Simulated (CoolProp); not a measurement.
Vapour-liquid equilibrium of n-butane (1) + benzene (2) at 6.94 bar; x and y are mole fractions of (1).

Model: multi-fluid Helmholtz-energy mixture model, Bücker 2006 and Thol 2012; pair parameters Bell 2016, in CoolProp.

### Question
Give the bubble temperature and the first vapour's composition at x = 0.125, 0.65, 0.875. Is there an azeotrope?

### Answer
x = 0.125: 405.3 K, y = 0.460; x = 0.65: 351.5 K, y = 0.929; x = 0.875: 341.7 K, y = 0.976. No azeotrope shows between x = 0.05 and 0.95.

The pair parameters rest on a limited set of measurements; away from them the model extrapolates. The gap from Raoult's law changes sign with composition, which may be real or a fault of the pair parameters; it wasn't checked against measurements.
